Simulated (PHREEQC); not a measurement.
# Reverse-osmosis permeate: speciation

Model water analysis in mmol/kgw, 22 °C, pH 6.28, pe 8.9:

```tsv
constituent	mmol/kgw
Na	0.263
K	0.0071
Ca	0.0664
Mg	0.281
Cl	0.601
S(6)	0.106
Alkalinity (meq/kgw)	0.129
Sr	0.000169
Ni	0.000294
```

Valence states are taken as typed.

Model: ion-association model, wateq4f.dat, run in PHREEQC.

Each row changes one thing in this solution. This is a speciation only: nothing precipitates in the calculation.

```json
[
 {"case": "as made", "CO2 (mol/kgw)": "0.000152", "HCO3- (mol/kgw)": "0.000129", "SO4-2 (mol/kgw)": "0.000101", "MgSO4 (mol/kgw)": "4.35e-6", "CaSO4 (mol/kgw)": "9.19e-7", "MgHCO3+ (mol/kgw)": "3.50e-7", "SI of Magnesite (MgCO3)": "-3.63", "SI of Gypsum (CaSO4:2H2O)": "-3.74"},
 {"case": "pH from 6.28 to 5.78 at the same alkalinity", "CO2 (mol/kgw)": "0.000485", "HCO3- (mol/kgw)": "0.000130", "SO4-2 (mol/kgw)": "0.000101", "MgSO4 (mol/kgw)": "4.35e-6", "CaSO4 (mol/kgw)": "9.19e-7", "MgHCO3+ (mol/kgw)": "3.54e-7", "SI of Magnesite (MgCO3)": "-4.13", "SI of Gypsum (CaSO4:2H2O)": "-3.74"},
 {"case": "pH from 6.28 to 6.78 at the same alkalinity", "CO2 (mol/kgw)": "4.79e-5", "HCO3- (mol/kgw)": "0.000129", "SO4-2 (mol/kgw)": "0.000101", "MgSO4 (mol/kgw)": "4.35e-6", "CaSO4 (mol/kgw)": "9.19e-7", "MgHCO3+ (mol/kgw)": "3.49e-7", "SI of Magnesite (MgCO3)": "-3.13", "SI of Gypsum (CaSO4:2H2O)": "-3.74"},
 {"case": "temperature from 22 to 75 °C at the same typed pH", "CO2 (mol/kgw)": "0.000135", "HCO3- (mol/kgw)": "0.000128", "SO4-2 (mol/kgw)": "9.24e-5", "MgSO4 (mol/kgw)": "1.22e-5", "CaSO4 (mol/kgw)": "1.25e-6", "MgHCO3+ (mol/kgw)": "5.18e-7", "SI of Magnesite (MgCO3)": "-2.73", "SI of Gypsum (CaSO4:2H2O)": "-3.66"},
 {"case": "all concentrations times 2 at the same typed pH", "CO2 (mol/kgw)": "0.000298", "HCO3- (mol/kgw)": "0.000257", "SO4-2 (mol/kgw)": "0.000194", "MgSO4 (mol/kgw)": "1.47e-5", "CaSO4 (mol/kgw)": "3.10e-6", "MgHCO3+ (mol/kgw)": "1.30e-6", "SI of Magnesite (MgCO3)": "-3.07", "SI of Gypsum (CaSO4:2H2O)": "-3.21"}
]
```

Species that the database lacks are ignored. Constants without temperature data keep their 25 °C values here. The database's nickel carbonate constants are estimates that later reviews lower a good deal.
